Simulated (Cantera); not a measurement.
Input (Python, Cantera):

```python
import numpy as np
import cantera as ct

gas = ct.Solution("gri30.yaml")


def delay(T, t_max=10):
    gas.TPX = T, 1000000, {'CH4': 1, 'O2': 3.45, 'N2': 13.4}
    reactor = ct.IdealGasReactor(gas, clone=False)
    net = ct.ReactorNet([reactor])
    net.rtol, net.atol = 1e-8, 1e-16
    while net.time < t_max:
        t_old, T_old = net.time, reactor.T
        net.step()
        if reactor.T > T + 400:  # ignition: a rise of 400 K
            return t_old + (T + 400 - T_old) / (reactor.T - T_old) * (net.time - t_old)
    return np.nan


taus = []
for T in [1200, 1300, 1400, 1500, 1600, 1700, 1800, 1900, 2000, 2100]:
    taus.append(delay(T))
    print(f"T0 = {T:6g} K   tau = {taus[-1]:.4e} s")
```

Result:

```
T0 =   1200 K   tau = 3.7000e-03 s
T0 =   1300 K   tau = 1.1326e-03 s
T0 =   1400 K   tau = 3.8999e-04 s
T0 =   1500 K   tau = 1.4862e-04 s
T0 =   1600 K   tau = 6.2273e-05 s
T0 =   1700 K   tau = 2.8629e-05 s
T0 =   1800 K   tau = 1.4390e-05 s
T0 =   1900 K   tau = 7.8484e-06 s
T0 =   2000 K   tau = 4.5973e-06 s
T0 =   2100 K   tau = 2.8623e-06 s
```

Computed with Cantera and GRI-Mech 3.0 (53 species, 325 reactions).
